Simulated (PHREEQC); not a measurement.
Model water analysis in mmol/kgw, 25 °C, pH 2.08, pe 12.8:

```
constituent  mmol/kgw
-----------  --------
Na               93.2
K                 2.2
Ca               5.41
Mg               10.7
Cl               24.2
S(6)             57.3
Si              0.173
```

Cl is adjusted to close the charge balance.
Valence states are taken as typed.

Model: ion-association model, phreeqc.dat, run in PHREEQC.

Each row changes one thing in this solution. Precipitation was switched off in this run.

| case | ionic strength (mol/kgw) | Na+ (mol/kgw) | SO4-2 (mol/kgw) | HSO4- (mol/kgw) | Mg+2 (mol/kgw) | MgSO4 (mol/kgw) | SI of Chalcedony (SiO2) | SI of Gypsum (CaSO4:2H2O) |
|---|---|---|---|---|---|---|---|---|
| as made | 0.162 | 0.0885 | 0.0338 | 0.0114 | 0.00572 | 0.00498 | -0.19 | -0.35 |
| all concentrations times 3 at the same typed pH | … | 0.253 | 0.0951 | 0.0229 | 0.0139 | 0.0182 | +0.32 | +0.23 |
| Mg from 10.7 to 21.4 mmol/kgw | … | 0.0889 | 0.0314 | … | … | 0.00921 | -0.19 | -0.39 |

Problem. Fill in the missing entries.

Solution. 
- all concentrations times 3 at the same typed pH, ionic strength (mol/kgw): 0.432
- Mg from 10.7 to 21.4 mmol/kgw, ionic strength (mol/kgw): 0.180
- Mg from 10.7 to 21.4 mmol/kgw, HSO4- (mol/kgw): 0.0103
- Mg from 10.7 to 21.4 mmol/kgw, Mg+2 (mol/kgw): 0.0122

Species that the database lacks are ignored. Some of these states are supersaturated (in Quartz (slow to form), Gypsum, for instance).
